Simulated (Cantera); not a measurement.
## Chemical vapour transport: Si + Br2 + H2

Charge: 1 mol Si, 0.012 mol Br2, a varied amount of H2, held at 775 K and 11000 Pa.

These are equilibrium values from Cantera (NASA tables, ideal gas, pure condensed phases), not measurements of a reactor. Candidate condensed phases: Br2, Si; 19 gas species. Rates play no part.

From 0.46 mol H2 to 3.4 mol H2 the condensed part is Si(s). The main Si-bearing gas is SiBr4 throughout.

| n(H2) (mol) | x H2 | x SiBr4 | x HBr | x SiHBr3 | x SiH2Br2 | x SiBr3 | x SiBr2 | n Si(s) |
|---|---|---|---|---|---|---|---|---|
| 0.46 | 0.985 | 0.0110 | 0.00235 | 0.00163 | 0.000112 | 3.69e-6 | 2.85e-6 | 0.994 |
| 0.71 | 0.990 | 0.00694 | 0.00210 | 0.00115 | 8.95e-5 | 2.61e-6 | 2.26e-6 | 0.994 |
| 0.96 | 0.992 | 0.00501 | 0.00194 | 0.000905 | 7.62e-5 | 2.04e-6 | 1.92e-6 | 0.994 |
| 1.2 | 0.993 | 0.00392 | 0.00182 | 0.000753 | 6.75e-5 | 1.70e-6 | 1.70e-6 | 0.994 |
| 1.5 | 0.995 | 0.00305 | 0.00171 | 0.000625 | 5.97e-5 | 1.41e-6 | 1.50e-6 | 0.994 |
| 1.7 | 0.995 | 0.00265 | 0.00166 | 0.000562 | 5.56e-5 | 1.27e-6 | 1.40e-6 | 0.994 |
| 1.9 | 0.995 | 0.00233 | 0.00160 | 0.000511 | 5.22e-5 | 1.15e-6 | 1.31e-6 | 0.994 |
| 2.2 | 0.996 | 0.00197 | 0.00154 | 0.000451 | 4.80e-5 | 1.02e-6 | 1.20e-6 | 0.995 |
| 2.4 | 0.996 | 0.00178 | 0.00150 | 0.000418 | 4.57e-5 | 9.41e-7 | 1.14e-6 | 0.995 |
| 2.7 | 0.997 | 0.00155 | 0.00145 | 0.000376 | 4.26e-5 | 8.48e-7 | 1.07e-6 | 0.995 |
| 2.9 | 0.997 | 0.00142 | 0.00142 | 0.000353 | 4.08e-5 | 7.95e-7 | 1.02e-6 | 0.995 |
| 3.2 | 0.997 | 0.00126 | 0.00138 | 0.000323 | 3.85e-5 | 7.27e-7 | 9.64e-7 | 0.995 |
| 3.4 | 0.997 | 0.00117 | 0.00135 | 0.000306 | 3.71e-5 | 6.88e-7 | 9.29e-7 | 0.995 |
x: gas mole fraction; n: condensed amount in mol.
